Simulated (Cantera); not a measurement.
A freely propagating, adiabatic, planar premixed flame of CH3OH : O2 : N2 = 1 : 1.36 : 5.13 (molar parts), equivalence ratio 1.1, unburnt at 700 K and 3750 Torr; mixture-averaged transport, grid criteria slope 0.08 and curve 0.16, no radiation.

Model: GRI-Mech 3.0 (53 species, 325 reactions), integrated in Cantera. GRI-Mech 3.0 was tuned for natural gas; its chemistry of methanol as a main component is partial and can be far from experiment. Burning velocities carry a grid error of a few per cent, more on coarse grids.

**Question.** How do the results move with these cheaper or finer settings: unity-Lewis-number transport; multicomponent transport; multicomponent+Soret transport; grid criteria slope 0.5, curve 1; grid criteria slope 0.25, curve 0.5; grid criteria slope 0.03, curve 0.06?

**Answer.** 
```csv
setting,laminar burning velocity,thermal thickness,peak x(H2O2),peak x(H),grid points
as above,145 cm/s,0.0597 mm,0.00138,0.00798,142
unity-Lewis-number transport,112 cm/s,0.0708 mm,0.000626,0.00973,130
multicomponent transport,146 cm/s,0.0606 mm,0.00138,0.00802,142
multicomponent+Soret transport,142 cm/s,0.0613 mm,0.00137,0.00788,142
"grid criteria slope 0.5, curve 1",166 cm/s,0.0656 mm,0.00145,0.00869,35
"grid criteria slope 0.25, curve 0.5",154 cm/s,0.0624 mm,0.00139,0.00822,56
"grid criteria slope 0.03, curve 0.06",142 cm/s,0.0594 mm,0.00138,0.00784,325
```
The base run took about 15 core-seconds (a rough figure).
Unity Lewis numbers drop preferential diffusion, which matters most where H2 and H carry the flame; Soret adds thermal diffusion.
